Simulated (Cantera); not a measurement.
A closed system holds: 1 mol MgCO3, 4.5 mol H2, 0.046 mol H2O, equilibrated at 0.760 bar.

Equilibrium computed with Cantera from the NASA thermochemical tables; the gas is ideal and each condensed phase is pure. Candidate condensed phases: C, C6H6, C7H8, C8H18, H2O, Mg, MgCO3, MgO, Mg(OH)2; 116 gas species. Equilibrium is a limit: real reactors are often held back by kinetics, nucleation or transport.

**Question.** At 1273 K, list the 5 most abundant gas species with their mole fractions, and the condensed phases.

**Answer.** H2 0.655, H2O 0.165, CO 0.157, CO2 0.0238, CH4 1.72e-5. Condensed: MgO(s).
